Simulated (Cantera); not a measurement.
Feed: 1 mol HMDSO, 7.2 mol CO2, at 748 K and 13.3 mbar.

Cantera equilibrium calculation (NASA polynomials, part measured and part estimated; ideal gas, pure solids and liquids). Candidate condensed phases: C, C6H6, C7H8, C8H18, H2O, Si, SiC, SiO2; 123 gas species. The feed counts by its element totals alone. Rates play no part.

Base state: H2 0.473, CO2 0.239, CO 0.173, H2O 0.105, CH4 0.00987 (mole fractions); condensed: C(graphite) + SiO2(α-quartz).

Question: What changes in the equilibrium state with this change: CO2 from 7.2 to 0.11 mol?

Answer: 
```
species               before   after
-------------------  -------  ------
H2                     0.473   0.959
CH4                  0.00987  0.0407
CO2                    0.239   <1e-9
CO                     0.173   <1e-9
H2O                    0.105   <1e-9
C(graphite), mol        6.84    4.37
SiO2(α-quartz), mol     2.00   0.610
SiC(s), mol                0    1.39
```
